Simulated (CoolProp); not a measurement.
Hydrogen sulfide along the isotherm 317.8 K: Z from the reference equation and from simpler models built on Tc = 373.1 K, pc = 8.999 MPa, ω = 0.101; each cubic takes its own stable root.

Computed with CoolProp (reference Helmholtz-energy equation of state, Lemmon 2006). It is a short technical equation, of lower accuracy than the large ones.

```tsv
p (MPa)	phase	reference	van der Waals	Redlich-Kwong	Soave-Redlich-Kwong	Peng-Robinson
1.69	gas	0.8847	0.9114	0.8901	0.8877	0.8796
3.37	liquid	0.06011	0.8021	0.7502	0.06484	0.05720
5.06	liquid	0.08936	0.1362	0.09755	0.09591	0.08471
6.75	liquid	0.1181	0.1773	0.1282	0.1262	0.1116
8.44	liquid	0.1465	0.2174	0.1582	0.1560	0.1380
10.1	liquid	0.1740	0.2559	0.1871	0.1846	0.1635
11.8	liquid	0.2018	0.2947	0.2162	0.2135	0.1892
13.5	liquid	0.2293	0.3328	0.2448	0.2420	0.2146
```

At some of these states van der Waals, Redlich-Kwong gives the other phase, because its saturation line lies elsewhere.
